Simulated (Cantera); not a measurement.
Input: 1 mol PbO, 2.6 mol N2, equilibrated at 1225 K and 75.0 Torr.

Method: chemical equilibrium by Gibbs-energy minimisation in Cantera with the NASA 1993 tables (ideal gas, pure condensed phases). Candidate condensed phases: Pb, PbO, PbO2, Pb3O4; 12 gas species. Gases not in the tables: (PbO)n polymers. Equilibrium is a limit: real reactors are often held back by kinetics, nucleation or transport.

Base state: N2 0.999, PbO 0.00113, Pb 0.000190, O2 9.20e-5 (mole fractions); condensed: PbO(l).

### Question
What changes in the equilibrium state with this change: PbO replaced by Fe(CO)5?

### Answer
```csv
species,before,after
CO,0,0.657
N2,0.999,0.342
CO2,0,0.000578
PbO,0.00113,0
Pb,0.000190,0
O2,9.20e-5,<1e-9
"PbO(l), mol",0.997,0
"C(graphite), mol",0,0.00439
"Fe(γ), mol",0,1.00
```
Condensed phases not in the tables: cementite and carbon dissolved in iron. Further candidate phases: C, Fe, Fe(CO)5, FeO, Fe2O3, Fe3O4.
